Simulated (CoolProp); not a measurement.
A single-stage vapour-compression cycle with propylene: evaporating at 251.15 K (dew point), condensing at 278.15 K (bubble point), superheat 10 K, subcooling 5 K, compressor efficiency 0.9, no pressure losses. Each further row changes one setting.

Computed with CoolProp (reference Helmholtz-energy equation of state, Lemmon 2013).

```csv
case,cooling COP,pressure ratio,discharge temperature (K),refrigerating effect (kJ/kg),volumetric capacity (kJ/m³)
as stated,7.65,2.38,300.0,371,2190
evaporating temperature 256.15 K,9.73,1.99,297.4,376,2620
condensing temperature 273.15 K,9.57,2.05,293.2,383,2260
subcooling 10 K,7.89,2.38,300.0,383,2260
superheat 20 K,7.60,2.38,310.1,386,2180
compressor efficiency 0.8,6.80,2.38,303.5,371,2190
```
